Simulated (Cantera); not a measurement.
An adiabatic, constant-pressure homogeneous reactor starts with CO : H2 : O2 : N2 : H2O = 1 : 0.41 : 0.881 : 3.31 : 0.16 (molar parts), equivalence ratio 0.80, at 1325 K and 6.80 bar. Integrator tolerance rtol = 1e-08.

Model: GRI-Mech 3.0 (53 species, 325 reactions), integrated in Cantera. The hydrogen kinetics of GRI-Mech 3.0 are dated; newer H2 mechanisms differ, most at raised pressure.

| quantity | before | after |
|---|---|---|
| time of steepest temperature rise | 8.45 µs | 38.0 µs |
| temperature at 0.300 s | 2744 K | 2691 K |
| equilibrium temperature | 2744 K | 2691 K |
| x(CO) at 0.300 s | 0.0354 (gas-phase equilibrium 0.0354) | 0.0296 (gas-phase equilibrium 0.0296) |
| x(H2) at 0.300 s | 0.00329 (gas-phase equilibrium 0.00329) | 0.00274 (gas-phase equilibrium 0.00274) |
| x(O2) at 0.300 s | 0.0421 (gas-phase equilibrium 0.0421) | 0.0404 (gas-phase equilibrium 0.0404) |
| x(OH) at 0.300 s | 0.0120 (gas-phase equilibrium 0.0120) | 0.0104 (gas-phase equilibrium 0.0104) |
| x(CO2) at 0.300 s | 0.157 (gas-phase equilibrium 0.157) | 0.164 (gas-phase equilibrium 0.164) |

Problem. Name the change that produced these shifts.
A. initial temperature 1325 to 1200 K
B. initial temperature 1325 to 1100 K
C. pressure from 6.80 bar to 0.220 bar
D. pressure from 6.80 bar to 4.60 bar

Solution. A, initial temperature 1325 to 1200 K
